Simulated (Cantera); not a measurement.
Charge: 1 mol C2H4, 39 mol H2, 0.29 mol O2, at 2.40 bar.

These are equilibrium values from Cantera (NASA tables, ideal gas, pure condensed phases), not measurements of a reactor. Candidate condensed phases: C, C6H6, C7H8, C8H18, H2O; 110 gas species. Equilibrium is a limit: real reactors are often held back by kinetics, nucleation or transport.

At 1023 K, list the 5 most abundant gas species with their mole fractions, and the condensed phases.

H2 0.939, CH4 0.0461, H2O 0.00993, CO 0.00467, CO2 6.45e-5. Condensed: gas only.
